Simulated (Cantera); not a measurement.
Feed: 1 mol AlCl3, 2.2 mol O2, 1.3 mol H2, equilibrated at 0.900 Torr.

These are equilibrium values from Cantera (NASA tables, ideal gas, pure condensed phases), not measurements of a reactor. Candidate condensed phases: Al, AlCl3, Al2O3, H2O; 29 gas species. Rates play no part. All values below are at 1673 K.

Base state: HCl 0.467, O2 0.291, Cl 0.187, H2O 0.0507, Cl2 0.00152, OH 0.00125, O 0.000521, ClO 7.06e-5 (mole fractions); condensed: Al2O3(s).

**Question.** What changes in the equilibrium state with this change: H2 from 1.3 to 18 mol?

**Answer.** 
```
species          before     after
-------------  --------  --------
H2              4.09e-5     0.695
HCl               0.467     0.153
H2O              0.0507     0.148
O2                0.291   8.65e-9
Cl                0.187  0.000472
Cl2             0.00152   9.65e-9
ClO             7.06e-5     <1e-9
O              0.000521   8.98e-8
Al2O3(s), mol     0.500     0.500
```
